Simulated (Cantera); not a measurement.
# Thermodynamics of calcination and drying, feed Ca(OH)2 + CO2

Feed: 1 mol Ca(OH)2, 0.059 mol CO2, at 350 Pa.

Cantera equilibrium calculation (NASA polynomials, part measured and part estimated; ideal gas, pure solids and liquids). Candidate condensed phases: C, C6H6, C7H8, C8H18, Ca, CaCO3, CaO, Ca(OH)2, H2O; 115 gas species. Rates play no part.

At 700 K the condensed part is CaCO3(calcite) + CaO(s). From 800 K to 1900 K the condensed part is CaO(s).

| T (K) | x H2O | x CO2 | x H2 | x O2 | n CaCO3(calcite) | n CaO(s) |
|---|---|---|---|---|---|---|
| 700 | 0.998 | 0.00213 | 3.40e-10 | 1.70e-10 | 0.0569 | 0.943 |
| 800 | 0.944 | 0.0557 | 1.11e-8 | 5.58e-9 | 0 | 1.00 |
| 900 | 0.944 | 0.0557 | 1.73e-7 | 8.75e-8 | 0 | 1.00 |
| 1000 | 0.944 | 0.0557 | 1.56e-6 | 7.97e-7 | 0 | 1.00 |
| 1100 | 0.944 | 0.0557 | 9.51e-6 | 4.89e-6 | 0 | 1.00 |
| 1200 | 0.944 | 0.0557 | 4.30e-5 | 2.23e-5 | 0 | 1.00 |
| 1300 | 0.944 | 0.0557 | 0.000154 | 8.06e-5 | 0 | 1.00 |
| 1400 | 0.944 | 0.0556 | 0.000462 | 0.000243 | 0 | 1.00 |
| 1500 | 0.942 | 0.0555 | 0.00120 | 0.000634 | 0 | 1.000 |
| 1600 | 0.939 | 0.0551 | 0.00275 | 0.00146 | 0 | 1.000 |
| 1700 | 0.934 | 0.0544 | 0.00573 | 0.00306 | 0 | 1.000 |
| 1800 | 0.924 | 0.0529 | 0.0110 | 0.00588 | 0 | 1.000 |
| 1900 | 0.906 | 0.0503 | 0.0195 | 0.0105 | 0 | 1.000 |
x: gas mole fraction; n: condensed amount in mol.
